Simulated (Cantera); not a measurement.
Equilibrium for metals in furnace atmospheres: Pb + CO + N2

Feed: 1 mol Pb, 3.3 mol CO, 100 mol N2, equilibrated at 36.0 Pa.

These are equilibrium values from Cantera (NASA tables, ideal gas, pure condensed phases), not measurements of a reactor. Candidate condensed phases: C, Pb, PbO, PbO2, Pb3O4; 27 gas species. Rates play no part.

From 773 K to 873 K the condensed part is C(graphite) + Pb(l). From 973 K to 1973 K nothing is condensed. The main Pb-bearing gas is Pb throughout.

```tsv
T (K)	x N2	x CO	x Pb	x CO2	x N	x CN	n C(graphite)	n Pb(l)
773	0.968	0.0318	6.41e-5	8.87e-5	<1e-12	<1e-12	0.00917	0.993
873	0.966	0.0319	0.00177	4.15e-6	<1e-12	<1e-12	0.000430	0.817
973	0.959	0.0316	0.00959	3.61e-7	<1e-12	<1e-12	0	0
1073	0.959	0.0316	0.00959	5.07e-8	<1e-12	<1e-12	0	0
1173	0.959	0.0316	0.00959	1.01e-8	<1e-12	<1e-12	0	0
1273	0.959	0.0316	0.00959	2.59e-9	<1e-12	9.01e-12	0	0
1373	0.959	0.0316	0.00959	8.26e-10	<1e-12	1.82e-10	0	0
1473	0.959	0.0316	0.00959	1.06e-9	1.55e-12	7.12e-10	0	0
1573	0.959	0.0316	0.00959	1.81e-9	1.86e-11	1.71e-9	0	0
1673	0.959	0.0316	0.00959	3.29e-9	1.66e-10	3.26e-9	0	0
1773	0.959	0.0316	0.00959	5.69e-9	1.16e-9	5.71e-9	0	0
1873	0.959	0.0316	0.00959	9.27e-9	6.58e-9	9.45e-9	0	0
1973	0.959	0.0316	0.00959	1.41e-8	3.14e-8	1.52e-8	0	0
```
x: gas mole fraction; n: condensed amount in mol.
